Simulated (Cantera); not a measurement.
A freely propagating, adiabatic, planar premixed flame of H₂ : O₂ : N₂ = 1 : 0.208 : 0.783 (molar parts), unburnt at 625 K and 2.90 bar; mixture-averaged transport, grid criteria slope 0.08 and curve 0.16, no radiation.

Model: the H2/O2 subset of GRI-Mech 3.0, which has no nitrogen chemistry, integrated in Cantera. The hydrogen kinetics of GRI-Mech 3.0 are dated; newer H2 mechanisms differ, most at raised pressure. Burning velocities carry a grid error of a few per cent, more on coarse grids.

Question: Predict: laminar burning velocity; thermal thickness; peak x(O); peak x(OH); peak x(HO₂).

Answer: 
```json
{
  "laminar_burning_velocity": "962 cm/s",
  "thermal_thickness": "0.120 mm",
  "peak x(O)": "0.00228",
  "peak x(OH)": "0.00302",
  "peak x(HO₂)": "0.000514"
}
```
